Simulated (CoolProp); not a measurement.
Values from CoolProp's reference Helmholtz-energy equation of state, Thol 2018.

Task: For hydrogen chloride, give the phase and the Z, fugacity coefficient at 493.1 K and 9.79 MPa; 295.3 K and 6.22 MPa.

Result: 
- 493.1 K and 9.79 MPa: supercritical; Z 0.896, fugacity coefficient 0.895
- 295.3 K and 6.22 MPa: liquid; Z 0.109, fugacity coefficient 0.542
